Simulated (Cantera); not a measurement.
Input: 1 mol SiC, 0.062 mol N₂O, 1.9 mol H₂, 0.18 mol CO₂, held at 4430 Torr.

Cantera equilibrium calculation (NASA polynomials, part measured and part estimated; ideal gas, pure solids and liquids). Candidate condensed phases: C, C₆H₆, C₇H₈, C₈H₁₈, H₂O, Si, SiC, SiO₂, Si₂N₂O, Si₃N₄; 151 gas species. Mutual solubility and eutectic melting of coexisting phases are not modelled. The tables hold silica as quartz up to 1696 K and as liquid above; real silica turns to tridymite and cristobalite and melts near 1996 K. The numbers say what is thermodynamically allowed, not how fast it happens.

### Question
Which condensed phases are stable at each of these points (T (K)): 900, 1000, 1100, 1200, 1300, 1400, 1500, 1600, 1700, 1800, 1900?

### Answer
| T (K) | condensed phases | Si condensed (%) |
|---|---|---|
| 900 | SiC(s) + SiO₂(β-quartz) + Si₂N₂O(s) | 100.0 |
| 1000 | C(graphite) + SiC(s) + SiO₂(β-quartz) + Si₂N₂O(s) | 100.0 |
| 1100 | C(graphite) + SiC(s) + SiO₂(β-quartz) + Si₂N₂O(s) | 100.0 |
| 1200 | C(graphite) + SiC(s) + SiO₂(β-quartz) + Si₂N₂O(s) | 100.0 |
| 1300 | C(graphite) + SiC(s) + SiO₂(β-quartz) + Si₂N₂O(s) | 100.0 |
| 1400 | C(graphite) + SiC(s) + SiO₂(β-quartz) + Si₂N₂O(s) | 100.0 |
| 1500 | C(graphite) + SiC(s) + SiO₂(β-quartz) + Si₂N₂O(s) | 100.0 |
| 1600 | C(graphite) + SiC(s) + SiO₂(β-quartz) + Si₂N₂O(s) | 100.0 |
| 1700 | C(graphite) + SiC(s) + SiO₂(condensed) + Si₂N₂O(s) | 99.9 |
| 1800 | SiC(s) + SiO₂(condensed) + Si₂N₂O(s) | 99.7 |
| 1900 | SiC(s) + SiO₂(condensed) + Si₂N₂O(s) | 98.6 |

At 900 K the condensed part is SiC(s) + SiO₂(β-quartz) + Si₂N₂O(s). From 1000 K to 1600 K the condensed part is C(graphite) + SiC(s) + SiO₂(β-quartz) + Si₂N₂O(s). At 1700 K the condensed part is C(graphite) + SiC(s) + SiO₂(condensed) + Si₂N₂O(s). From 1800 K to 1900 K the condensed part is SiC(s) + SiO₂(condensed) + Si₂N₂O(s).
